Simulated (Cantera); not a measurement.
Feed: 1 mol CF4, 0.19 mol CH4, at 1300 °C and 9.90 Pa.

Method: chemical equilibrium by Gibbs-energy minimisation in Cantera with the NASA 1993 tables (ideal gas, pure condensed phases). Candidate condensed phases: C, C6H6, C7H8, C8H18; 95 gas species. Gases not in the tables: C2F6 and larger saturated fluorocarbons. Equilibrium is a limit: real reactors are often held back by kinetics, nucleation or transport.

Base state: CF4 0.506, HF 0.480, CF2 0.00864, F 0.00546, CF3 0.000439 (mole fractions); condensed: C(graphite).

Question: What changes in the equilibrium state with this change: CH4 from 0.19 to 0.0094 mol?

Answer: 
```
species             before     after
----------------  --------  --------
CF4                  0.506     0.945
HF                   0.480    0.0362
CF2                0.00864    0.0118
CF3               0.000439  0.000702
F                  0.00546   0.00638
C(graphite), mol     0.375    0.0141
```

Question: What changes in the equilibrium state with this change: CH4 from 0.19 to 1.8 mol?

Answer: 
```csv
species,before,after
HF,0.480,0.714
H2,<1e-9,0.284
H,6.69e-8,0.00218
CF4,0.506,<1e-9
CF2,0.00864,<1e-9
CF3,0.000439,<1e-9
F,0.00546,2.49e-7
"C(graphite), mol",0.375,2.80
```
